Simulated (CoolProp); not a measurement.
Computed with CoolProp (reference Helmholtz-energy equation of state, Span 2000).

Question: For nitrogen, give the phase and the density (kg/m³), expansivity (1/kK), viscosity (µPa s), Prandtl number at -138.35 °C and 0.403 MPa.

Answer: 
- -138.35 °C and 0.403 MPa: gas; density 10.4, expansivity 8.21, viscosity 9.28, Prandtl number 0.787

Viscosity comes from a separate model (Lemmon 2004). Thermal conductivity comes from a separate model (Lemmon 2004).
